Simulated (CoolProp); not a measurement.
A closed Brayton cycle with carbon dioxide: compressor inlet 307.15 K and 8.2 MPa, high pressure 24.6 MPa, turbine inlet 775 K, compressor efficiency 0.85, turbine efficiency 0.9, recuperator effectiveness 0.8 (on enthalpy, no pinch check). Each further row changes one setting.

Computed with CoolProp (reference Helmholtz-energy equation of state, Span 1996).

```tsv
case	thermal efficiency (%)	net work (kJ/kg)	compressor to turbine work	compressor exit (K)	turbine exit (K)
as stated	30.6	105	0.21	342.8	649.0
turbine inlet 725 K	29.4	94.4	0.23	342.8	603.6
compressor inlet 317.15 K	29.3	81.9	0.38	401.1	649.0
high pressure 20.9 MPa	28.4	92.5	0.19	336.7	667.2
recuperator effectiveness 0.5	23.2	105	0.21	342.8	649.0
```
